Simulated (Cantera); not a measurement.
Input: 1 mol CH₃SiH₃, 1700 mol H₂, equilibrated at 1.00 bar.

Method: chemical equilibrium by Gibbs-energy minimisation in Cantera with the NASA 1993 tables (ideal gas, pure condensed phases). Candidate condensed phases: C, C₆H₆, C₇H₈, C₈H₁₈, Si, SiC; 87 gas species. The feed counts by its element totals alone. Mutual solubility and eutectic melting of coexisting phases are not modelled. Gases not in the tables: Si₂H₆ and higher silanes. Equilibrium is a limit: real reactors are often held back by kinetics, nucleation or transport.

Q: What share of the Si ends up in condensed phases as a function of T (°C), at 952, 1052, 1152, 1252, 1352, 1452, 1552, 1652, 1752, 1852, 1952, 2052, 2152?

A: 
```csv
T (°C),Si condensed (%),as
952,99.9,Si(s) + SiC(s)
1052,99.8,Si(s) + SiC(s)
1152,99.7,Si(s) + SiC(s)
1252,99.5,Si(s) + SiC(s)
1352,98.6,Si(s) + SiC(s)
1452,96.8,SiC(s)
1552,94.8,SiC(s)
1652,91.4,SiC(s)
1752,83.8,SiC(s)
1852,64.9,SiC(s)
1952,18.2,SiC(s)
2052,0.0,-
2152,0.0,-
```
